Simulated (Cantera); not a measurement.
Input (Python, Cantera):

```python
import numpy as np
import cantera as ct

gas = ct.Solution("gri30.yaml")
gas.TPX = 1000, 1333, {'H2': 0.2, 'O2': 1}
reactor = ct.IdealGasConstPressureReactor(gas, energy="off", clone=False)
net = ct.ReactorNet([reactor])
net.rtol, net.atol = 1e-08, 1e-18
show = ['H2', 'O2', 'H2O2', 'OH', 'H2O', 'H']
times = np.geomspace(1e-06, 200, 10)

steps = ct.SolutionArray(gas, extra=["t"])
rows = []
print(f"{'t/s':>10s}{'T/K':>9s}{'P/Pa':>11s}" + "".join(f"{s:>11s}" for s in show))
for t in times:
    while net.time < t:
        t_next = net.step()
        steps.append(gas.state, t=t_next)
    rows.append([np.interp(t, steps.t, y) for y in (steps.T, steps.P, *steps(*show).X.T)])
    print(f"{t:10.3e}{rows[-1][0]:9.1f}{rows[-1][1]:11.4g}" + "".join(f"{x:11.3e}" for x in rows[-1][2:]))
rate = np.gradient(steps.T, steps.t)
print("integrator steps:", len(steps.t))
if steps.T.max() > steps.T[0] + 200:
    print(f"time of steepest temperature rise: {steps.t[rate.argmax()]:.4e} s")
gas.TPX = 1000, 1333, {'H2': 0.2, 'O2': 1}
gas.equilibrate("TP")
print(f"equilibrium (TP): T = {gas.T:.1f} K  " + "  ".join(f"{s} {gas[s].X[0]:.3e}" for s in show))
```

It prints:

```
       t/s      T/K       P/Pa         H2         O2       H2O2         OH        H2O          H
 1.000e-06   1000.0       1333  1.667e-01  8.333e-01  1.151e-18  4.326e-15  5.416e-17  1.343e-12
 8.363e-06   1000.0       1333  1.667e-01  8.333e-01  8.092e-17  2.794e-13  2.811e-14  1.099e-11
 6.993e-05   1000.0       1333  1.667e-01  8.333e-01  5.637e-15  1.159e-11  1.072e-11  8.710e-11
 5.848e-04   1000.0       1333  1.667e-01  8.333e-01  4.049e-13  7.300e-10  4.045e-09  3.030e-09
 4.890e-03   1000.0       1333  1.994e-02  7.668e-01  3.662e-07  5.622e-03  1.160e-01  5.993e-02
 4.090e-02   1000.0       1333  2.451e-04  8.169e-01  3.370e-07  5.938e-04  1.810e-01  1.827e-04
 3.420e-01   1000.0       1333  2.627e-06  8.181e-01  7.297e-08  6.760e-05  1.818e-01  2.713e-07
 2.860e+00   1000.0       1333  9.624e-08  8.182e-01  1.189e-08  1.533e-05  1.818e-01  3.145e-09
 2.392e+01   1000.0       1333  7.728e-09  8.182e-01  1.834e-09  4.564e-06  1.818e-01  8.344e-11
 2.000e+02   1000.0       1333  8.109e-10  8.182e-01  2.533e-10  1.500e-06  1.818e-01  2.976e-12
integrator steps: 1915
equilibrium (TP): T = 1000.0 K  H2 1.532e-10  O2 8.182e-01  H2O2 5.347e-11  OH 6.430e-07  H2O 1.818e-01  H 2.449e-13
```

Detailed kinetics in Cantera: GRI-Mech 3.0 (53 species, 325 reactions). Radical loss at walls, strong at low pressure, is not modelled. The temperature is held fixed by assumption; the heat of reaction is taken as removed at once.
